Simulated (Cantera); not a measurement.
## Titanium nitride, carbide and oxide coatings: Ti + H₂ + H₂O

Feed: 1 mol Ti, 65 mol H₂, a varied amount of H₂O, equilibrated at 1.50 mbar.

Method: chemical equilibrium by Gibbs-energy minimisation in Cantera with the NASA 1993 tables (ideal gas, pure condensed phases). Candidate condensed phases: H₂O, Ti, TiO, TiO₂, Ti₂O₃, Ti₃O₅, Ti₄O₇; 12 gas species. Mutual solubility and eutectic melting of coexisting phases are not modelled. Condensed phases not in the tables: Magnéli phases beyond Ti₄O₇. Kinetics and transport are ignored.

Stable condensed phases:

```
T in K \ n(H₂O) in mol
         3.2 3.9 4.8 5.9 7.2 8.8  11  13
   2075    A   B   B   B   B   B   B   B
   2025    A   C   B   B   B   B   B   B
   1975    A   A   A   A   B   B   B   B
   1925    A   A   A   A   A   B   B   B
   1875    A   A   A   A   B   B   B   D
   1825    A   A   C   B   B   B   D   D
   1775    A   A   B   B   B   D   D   D
   1725    A   B   B   B   D   D   D   D
   1675    B   B   B   D   D   D   D   D
   1625    B   B   D   D   D   D   D   D
   1575    B   D   D   D   D   D   D   D
   1525    E   D   D   D   D   D   D   D
   1475    D   D   D   D   D   D   D   D
```

A: Ti₃O₅; B: Ti₄O₇; C: Ti₃O₅ + Ti₄O₇; D: TiO₂; E: TiO₂ + Ti₄O₇.
